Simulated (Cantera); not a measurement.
A freely propagating, adiabatic, planar premixed flame of 18.5 % H₂, 17.1 % O₂, 64.4 % N₂, unburnt at 500 K and 2.80 bar; mixture-averaged transport, grid criteria slope 0.08 and curve 0.16, no radiation.

Model: the H2/O2 subset of GRI-Mech 3.0, which has no nitrogen chemistry, integrated in Cantera. The hydrogen kinetics of GRI-Mech 3.0 are dated; newer H2 mechanisms differ, most at raised pressure. Burning velocities carry a grid error of a few per cent, more on coarse grids. Lean hydrogen flames are cellular in practice and burn faster than this planar one.

Task: Predict: laminar burning velocity; thermal thickness; peak x(O); peak x(OH); peak x(HO₂).

Result: 
| Quantity | Result |
|---|---|
| laminar burning velocity | 135 cm/s |
| thermal thickness | 0.129 mm |
| peak x(O) | 0.00406 |
| peak x(OH) | 0.00619 |
| peak x(HO₂) | 0.000537 |
